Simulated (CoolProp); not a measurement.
Sulfur dioxide at 298.15 K and 0.255 MPa is compressed adiabatically to 1.79 MPa with isentropic efficiency 0.6. Each further row changes one setting.

Computed with CoolProp (reference Helmholtz-energy equation of state, Gao 2016).

| case | work (kJ/kg) | final temperature (K) | final density (kg/m³) |
|---|---|---|---|
| as stated | 146 | 517.9 | 27.8 |
| efficiency 1 | 87.4 | 443.4 | 33.6 |
| efficiency 0.65 | 134 | 503.5 | 28.7 |
